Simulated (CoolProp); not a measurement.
Model: reference Helmholtz-energy equation of state, Akasaka 2023, in CoolProp.

For R1224YDZ, give the phase and the cp (kJ/(kg K)), cv (kJ/(kg K)), Joule-Thomson coefficient (K/MPa) at 131.65 °C and 0.101 MPa.


- 131.65 °C and 0.101 MPa: gas; cp 0.935, cv 0.875, Joule-Thomson coefficient 10.9
